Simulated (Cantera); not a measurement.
Standard-state values (1 bar) from the NASA 1993 polynomials, evaluated with Cantera. Values are per mole of reaction as written; species without (g) are pure solids or liquids, kept so even where they would boil at 1 bar.

0.8 V + O2(g) ⇌ 0.4 V2O5

| T (K) | ΔH° (kJ) | ΔS° (J/K) | ΔG° (kJ) | log10 K |
|---|---|---|---|---|
| 1123 | [?] | [?] | [?] | [?] |
| 1148 | -583.1 | -132.5 | -431.0 | 19.61 |
| 1173 | [?] | [?] | [?] | [?] |
| 1198 | -582.4 | -131.8 | -424.4 | 18.51 |
| 1223 | -582.0 | -131.5 | -421.1 | 17.99 |

Task: Some entries are withheld; supply them.

Result: 
- 1123, ΔH° (kJ): -583.5
- 1123, ΔS° (J/K): -132.8
- 1123, ΔG° (kJ): -434.4
- 1123, log10 K: 20.20
- 1173, ΔH° (kJ): -582.8
- 1173, ΔS° (J/K): -132.2
- 1173, ΔG° (kJ): -427.7
- 1173, log10 K: 19.05
